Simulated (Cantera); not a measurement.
An adiabatic, constant-volume homogeneous reactor starts with 6.28 % C₃H₈, 19.6 % O₂, 74.1 % N₂, at 1673 K and 12.0 bar.

Cantera simulation using GRI-Mech 3.0 (53 species, 325 reactions); the numbers are that mechanism's predictions, not measurements. GRI-Mech 3.0 was tuned for natural gas; its chemistry of propane as a main component is partial and can be far from experiment. The pressure lies above the range GRI-Mech 3.0 was tuned for (to about 10 atm). Above 3000 K some thermodynamic fits are extrapolated.

Problem. Predict: time of steepest temperature rise; temperature at 0.600 s; equilibrium temperature; x(O₂) at 0.600 s; x(NO) at 0.600 s; x(CH₂O) at 0.600 s.

Solution. 
- time of steepest temperature rise = 3.77 µs
- temperature at 0.600 s = 3235 K
- equilibrium temperature = 3235 K
- x(O₂) at 0.600 s = 0.000930 (gas-phase equilibrium 0.000930)
- x(NO) at 0.600 s = 0.00367 (gas-phase equilibrium 0.00367)
- x(CH₂O) at 0.600 s = 1.06e-7 (gas-phase equilibrium 1.06e-7)
